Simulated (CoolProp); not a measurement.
A single-stage vapour-compression cycle with R1233zd(E): evaporating at 293.15 K (dew point), condensing at 359.15 K (bubble point), superheat 8 K, subcooling 8 K, compressor efficiency 0.85, no pressure losses. Each further row changes one setting.

Model: reference Helmholtz-energy equation of state, Akasaka 2022, in CoolProp.

```
case                              cooling COP  pressure ratio  discharge temperature (K)  refrigerating effect (kJ/kg)  volumetric capacity (kJ/m³)
--------------------------------  -----------  --------------  -------------------------  ----------------------------  ---------------------------
as stated                                2.93            7.00                      365.6                           128                          752
evaporating temperature 298.15 K         3.31            5.83                      365.2                           131                          917
condensing temperature 354.15 K          3.28            6.21                      361.1                           134                          791
subcooling 13 K                          3.08            7.00                      365.6                           134                          791
superheat 18 K                           2.99            7.00                      375.6                           136                          771
compressor efficiency 0.75               2.59            7.00                      371.4                           128                          752
```
